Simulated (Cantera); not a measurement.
An isothermal, constant-pressure homogeneous reactor starts with CH3OH : O2 : N2 = 0.0069 : 0.0047 : 1 (molar parts), at 948 K and 1.30 bar.

Computed with Cantera and GRI-Mech 3.0 (53 species, 325 reactions). GRI-Mech 3.0 was tuned for natural gas; its chemistry of methanol as a main component is partial and can be far from experiment. Below about 1000 K GRI-Mech 3.0 lacks low-temperature oxidation paths.

Question: Predict: x(O2) at 200 s; x(CO) at 200 s.

Answer: 
* **x(O2) at 200 s**: 2.55e-9 (gas-phase equilibrium <1e-12)
* **x(CO) at 200 s**: 0.00592 (gas-phase equilibrium 0.00303)
